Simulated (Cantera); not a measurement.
Input: 1 mol Si3N4, 0.87 mol NF3, 20 mol Cl2, held at 1123 K and 88.0 Pa.

Equilibrium computed with Cantera from the NASA thermochemical tables; the gas is ideal and each condensed phase is pure. Candidate condensed phases: Si, Si3N4; 24 gas species. Kinetics and transport are ignored.

Q: What is the equilibrium state?

A: 
| Property | Value |
|---|---|
| x(Cl2) | 0.689 |
| x(N2) | 0.114 |
| x(SiCl4) | 0.110 |
| x(Cl) | 0.0561 |
| x(SiF4) | 0.0306 |
| gas amount | 21.34 mol |
| log10 activity of Si(s) (absent) | -21.54 |
